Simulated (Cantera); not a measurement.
What does this Cantera script print?

```python
import numpy as np
import cantera as ct

gas_names = """
    CL CL2 H HCL H2 N NH NH2 NH3 N2 N2H2 N2H4 Si SiCL SiCL2 SiCL3 SiCL4 SiH SiHCL3 SiH2 SiH2CL2 SiH3
    SiH3CL SiH4 SiN Si2 Si2N Si3
""".split()
cond_names = """
    NH4CL(a) NH4CL(b) Si(cr) Si(L) Si3N4(a)
""".split()


# ... load() reads the species with a 1 bar reference pressure and builds the phases ...
atoms = {
    'SiCl4': {'Si': 1, 'CL': 4},
    'NH3': {'N': 1, 'H': 3},
}
top_T = {'Si3N4(a)': 2400}  # K; cautious upper limits of use, not melting points


# ... equilibrate(T, P, feed) seeds the gas with the atoms and calls Mixture.equilibrate('TP', solver="vcs", rtol=1e-11, max_steps=5000) ...
results = []
feed = {'SiCl4': 1, 'NH3': 8.7}  # mol
T = 1925  # K
for P in [5, 17, 59, 210, 710, 2400, 8400, 29000, 100000]:
    mix = equilibrate(T, P, feed)
    results.append((T, P, feed, dict(zip(mix.species_names, mix.species_moles))))

top = {s: max(r[3][s] / sum(r[3][g] for g in gas_names) for r in results) for s in gas_names}
cols = sorted((s for s in top if top[s] > 1e-05), key=lambda s: -top[s])[:8]
seen = [c for c in cond_names if any(r[3].get(c, 0) > 1e-12 for r in results)]
print("log10 of partial pressures in bar; condensed amounts in mol")
print(f"{'P/Pa':>10s}" + "".join(f"{s[:9]:>10s}" for s in cols + seen))
for T, P, feed, n in results:
    ng = sum(n[g] for g in gas_names)
    print(f"{P:10.4g}" + "".join(f"{np.log10(max(n[s] / ng * P / 1e5, 1e-99)):10.3f}" for s in cols)
          + "".join(f"{n.get(c, 0):10.4g}" for c in seen))
```

It prints:

```
log10 of partial pressures in bar; condensed amounts in mol
      P/Pa        H2        N2       HCL         H     SiCL2        Si        CL      SiCL     Si(L)  Si3N4(a)
         5    -4.610    -4.993    -5.146    -5.324    -6.276    -5.772    -5.984    -6.977         0         0
        17    -4.039    -4.445    -4.630    -5.039    -5.433    -5.390    -5.754    -6.365         0         0
        59    -3.471    -3.893    -4.131    -4.755    -4.706    -5.094    -5.539    -5.853         0         0
       210    -2.902    -3.334    -3.621    -4.471    -4.052    -4.890    -5.313    -5.424         0         0
       710    -2.364    -2.802    -3.118    -4.202    -3.475    -4.782    -5.079    -5.081         0         0
      2400    -1.831    -2.271    -2.593    -3.935    -2.935    -4.759    -4.820    -4.800   0.02142         0
      8400    -1.285    -1.726    -2.048    -3.662    -2.391    -4.759    -4.548    -4.528   0.03563         0
   2.9e+04    -0.746    -1.190    -1.502    -3.393    -1.865    -4.785    -4.272    -4.278         0   0.01998
     1e+05    -0.213    -0.666    -0.868    -3.126    -1.479    -5.135    -3.904    -4.260         0    0.1071
```

Cantera equilibrium calculation (NASA polynomials, part measured and part estimated; ideal gas, pure solids and liquids). The tables' values for SiCl, SiCl3, SiN are old estimates; treat these amounts as uncertain. Gases not in the tables: Si2H6 and higher silanes.
